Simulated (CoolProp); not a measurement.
Values from CoolProp's reference Helmholtz-energy equation of state, Thol 2016.

Problem. For R1234ze(E), give the phase and the cp (kJ/(kg K)), cv (kJ/(kg K)), Joule-Thomson coefficient (K/MPa), viscosity (µPa s) at 106.35 °C and 438 kPa; 143.45 °C and 1660 kPa; 45.35 °C and 4040 kPa.

Solution. 
- 106.35 °C and 438 kPa: gas; cp 1.03, cv 0.934, Joule-Thomson coefficient 10.0, viscosity 15.7
- 143.45 °C and 1660 kPa: gas; cp 1.15, cv 1.01, Joule-Thomson coefficient 8.26, viscosity 17.5
- 45.35 °C and 4040 kPa: liquid; cp 1.42, cv 0.938, Joule-Thomson coefficient -0.00366, viscosity 159

Viscosity comes from a separate model (Bell 2016), an estimate that may be off by 10 % or more.
